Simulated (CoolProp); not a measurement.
Vapour-liquid equilibrium of carbon dioxide (1) + C2F6 (R116) (2) at 1.92 MPa; x and y are mole fractions of (1).

The numbers come from the multi-fluid Helmholtz-energy mixture model, Span 1996 and Lemmon 2006; pair parameters Bell 2016 in CoolProp.

| x | bubble temperature, mixture model (°C) | bubble temperature, Raoult's law (°C) | y, mixture model | y, Raoult's law |
|---|---|---|---|---|
| 0.05 | -1.9 | -0.1 | 0.096 | 0.090 |
| 0.125 | -6.9 | -2.4 | 0.234 | 0.213 |
| 0.2 | -11.3 | -4.6 | 0.354 | 0.321 |
| 0.275 | -15.0 | -6.6 | 0.453 | 0.417 |
| 0.35 | -17.9 | -8.5 | 0.530 | 0.504 |
| 0.425 | -20.0 | -10.2 | 0.591 | 0.582 |
| 0.5 | -21.6 | -11.9 | 0.639 | 0.654 |
| 0.575 | -22.6 | -13.4 | 0.680 | 0.718 |
| 0.65 | -23.3 | -14.9 | 0.716 | 0.778 |
| 0.725 | -23.7 | -16.3 | 0.751 | 0.832 |
| 0.8 | -23.8 | -17.6 | 0.791 | 0.883 |
| 0.875 | -23.4 | -18.9 | 0.843 | 0.929 |
| 0.95 | -22.3 | -20.1 | 0.921 | 0.973 |

The largest gap from Raoult's law is -9.8 K in bubble temperature, at x = 0.425. y crosses x between x = 0.725 and 0.8: the model has an azeotrope there.

The pair parameters rest on a limited set of measurements; away from them the model extrapolates.
